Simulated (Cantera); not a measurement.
Premixed flame

A freely propagating, adiabatic, planar premixed flame of 3.89 % CH4, 2.26 % C2H6, 21.8 % O2, 72.0 % N2, equivalence ratio 0.72, unburnt at 700 K and 44000 Pa; unity-Lewis-number transport, grid criteria slope 0.08 and curve 0.16, no radiation.

Cantera simulation using GRI-Mech 3.0 (53 species, 325 reactions); the numbers are that mechanism's predictions, not measurements. Unity Lewis numbers drop preferential diffusion, which matters most where H2 and H carry the flame. Burning velocities carry a grid error of a few per cent, more on coarse grids.

```json
[
 {"z (mm)": "-1.99", "T (K)": "700", "u (m/s)": "1.49", "x CH4": "0.0389", "x C2H6": "0.0226", "x O2": "0.218", "x N2O": "<1e-8", "x NO": "<1e-8", "x CH2CO": "1.38e-7"},
 {"z (mm)": "-1.33", "T (K)": "703", "u (m/s)": "1.49", "x CH4": "0.0389", "x C2H6": "0.0225", "x O2": "0.218", "x N2O": "<1e-8", "x NO": "<1e-8", "x CH2CO": "1.21e-6"},
 {"z (mm)": "-0.995", "T (K)": "711", "u (m/s)": "1.51", "x CH4": "0.0386", "x C2H6": "0.0223", "x O2": "0.217", "x N2O": "<1e-8", "x NO": "2.30e-8", "x CH2CO": "4.71e-6"},
 {"z (mm)": "-0.663", "T (K)": "754", "u (m/s)": "1.60", "x CH4": "0.0371", "x C2H6": "0.0212", "x O2": "0.212", "x N2O": "<1e-8", "x NO": "1.29e-7", "x CH2CO": "2.41e-5"},
 {"z (mm)": "-0.332", "T (K)": "1010", "u (m/s)": "2.17", "x CH4": "0.0283", "x C2H6": "0.0144", "x O2": "0.184", "x N2O": "1.22e-8", "x NO": "9.86e-7", "x CH2CO": "0.000145"},
 {"z (mm)": "-0.166", "T (K)": "1330", "u (m/s)": "2.90", "x CH4": "0.0169", "x C2H6": "0.00635", "x O2": "0.147", "x N2O": "2.61e-8", "x NO": "2.31e-6", "x CH2CO": "0.000299"},
 {"z (mm)": "0", "T (K)": "1684", "u (m/s)": "3.74", "x CH4": "0.00425", "x C2H6": "0.000471", "x O2": "0.103", "x N2O": "4.78e-8", "x NO": "4.38e-6", "x CH2CO": "0.000294"},
 {"z (mm)": "0.166", "T (K)": "1818", "u (m/s)": "4.05", "x CH4": "0.000300", "x C2H6": "2.25e-6", "x O2": "0.0800", "x N2O": "7.35e-8", "x NO": "6.74e-6", "x CH2CO": "6.05e-5"},
 {"z (mm)": "0.332", "T (K)": "1856", "u (m/s)": "4.13", "x CH4": "1.15e-5", "x C2H6": "<1e-8", "x O2": "0.0733", "x N2O": "8.98e-8", "x NO": "8.67e-6", "x CH2CO": "4.64e-6"},
 {"z (mm)": "0.663", "T (K)": "1906", "u (m/s)": "4.22", "x CH4": "3.57e-8", "x C2H6": "<1e-8", "x O2": "0.0689", "x N2O": "9.84e-8", "x NO": "1.20e-5", "x CH2CO": "3.27e-8"},
 {"z (mm)": "1.33", "T (K)": "1975", "u (m/s)": "4.36", "x CH4": "<1e-8", "x C2H6": "<1e-8", "x O2": "0.0663", "x N2O": "1.06e-7", "x NO": "1.81e-5", "x CH2CO": "<1e-8"},
 {"z (mm)": "2.65", "T (K)": "2059", "u (m/s)": "4.51", "x CH4": "<1e-8", "x C2H6": "<1e-8", "x O2": "0.0646", "x N2O": "1.26e-7", "x NO": "2.98e-5", "x CH2CO": "<1e-8"},
 {"z (mm)": "5.30", "T (K)": "2141", "u (m/s)": "4.66", "x CH4": "<1e-8", "x C2H6": "<1e-8", "x O2": "0.0630", "x N2O": "1.58e-7", "x NO": "5.29e-5", "x CH2CO": "<1e-8"}
]
```
x: mole fraction of selected species; z is measured from the peak of heat release.

- laminar burning velocity: 149 cm/s
- thermal thickness: 0.663 mm
- peak x(CH2CO): 0.000350
- grid points: 143
